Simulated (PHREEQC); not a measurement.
Acid mine or pickling water: speciation

A made-up water analysis in mg/L, 20 °C, pH 3.83, pe 12.2: Na 144; K 130; Ca 145; Mg 4; Cl 69.4; S(6) as SO4 770; Li 2.22; Zn 0.585.

Cl is adjusted to close the charge balance.
Valence states are taken as typed.

Computed with PHREEQC (ion-association model, phreeqc.dat).

No solid was allowed to form.

Problem. What ionic strength, specific conductance does the model give?

Solution. ionic strength 0.0250 mol/kgw; specific conductance 1630 µS/cm.

Problem. In which forms is Na present?

Solution. Na+ 98 %, NaSO4- 1.8 % of the Na.
